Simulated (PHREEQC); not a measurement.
**Nickel, zinc or cadmium bath: speciation**

Solution (25 °C): 0.011 mol/kgw ZnCl2, 0.012 mol/kgw NaCl and 0.023 mol/kgw FeSO4. Closed to the air; pH follows from the charge balance.

The numbers come from PHREEQC with the ion-association model, phreeqc.dat.

The pH comes out as 5.66. The ionic strength is 0.0983 mol/kgw, the specific conductance is 5910 µS/cm and the density is 1.002 g/cm³.

| species | molality | activity | log γ |
|---|---|---|---|
| Cl- | 0.0334 | 0.0257 | -0.115 |
| Fe+2 | 0.0169 | 0.00679 | -0.395 |
| SO4-2 | 0.0131 | 0.00492 | -0.426 |
| Na+ | 0.0117 | 0.00921 | -0.105 |
| Zn+2 | 0.00730 | 0.00276 | -0.422 |
| FeSO4 | 0.00581 | 0.00594 | 0.010 |
| ZnSO4 | 0.00311 | 0.00318 | 0.010 |
| Zn(SO4)2-2 | 0.000340 | 0.000127 | -0.427 |

Precipitation was switched off in this run.
